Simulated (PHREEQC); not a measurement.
Make-up at 25 °C: 79 mmol/kgw HCl and 150 mmol/kgw CuSO4. Closed to the air; pH follows from the charge balance.

Computed with PHREEQC (ion-association model, phreeqc.dat).

Precipitation was switched off in this run.

Task: Order these Cu species by the share of Cu that they hold, largest first: CuSO4, CuCl+, Cu+2.

Result: Cu+2 (60 %), CuSO4 (37 %), CuCl+ (3.3 %)

Task: Order these Cl species by the share of Cl that they hold, largest first: Cl-, CuCl2, CuCl+.

Result: Cl- (94 %), CuCl+ (6.2 %), CuCl2 (0.21 %)

The pH is 1.56 and the ionic strength 0.360 mol/kgw. Species that the database lacks are ignored.
